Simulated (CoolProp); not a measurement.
Vapour-liquid equilibrium of R152A (1) + isobutene (2) at -1.45 °C; x and y are mole fractions of (1).

The numbers come from the multi-fluid Helmholtz-energy mixture model, Outcalt 1996 and Lemmon 2005; pair parameters Bell 2016 in CoolProp.

Question: Give the bubble pressure and the first vapour's composition at x = 0.05, 0.5, 0.8. Is there an azeotrope?

Answer: x = 0.05: 0.1497 MPa, y = 0.195; x = 0.5: 0.2425 MPa, y = 0.656; x = 0.8: 0.2578 MPa, y = 0.811. y crosses x between x = 0.8 and 0.95: the model has an azeotrope there.

The pair parameters rest on a limited set of measurements; away from them the model extrapolates.
